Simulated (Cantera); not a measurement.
Feed: 1 mol CsOH, 0.045 mol H₂, 7.9 mol O₂, equilibrated at 948 K and 0.100 bar.

Cantera equilibrium calculation (NASA polynomials, part measured and part estimated; ideal gas, pure solids and liquids). Candidate condensed phases: Cs, CsOH, H₂O; 15 gas species. Rates play no part.

Task: What is the equilibrium state?

Result: 
```json
{
  "x(O₂)": "0.895",
  "x(CsOH)": "0.0865",
  "x(Cs₂(OH)₂)": "0.0135",
  "x(H₂O)": "0.00511",
  "gas_amount": "8.803 mol",
  "log10 activity of CsOH(l) (absent)": "-0.37",
  "log10 activity of Cs(l) (absent)": "-8.67"
}
```
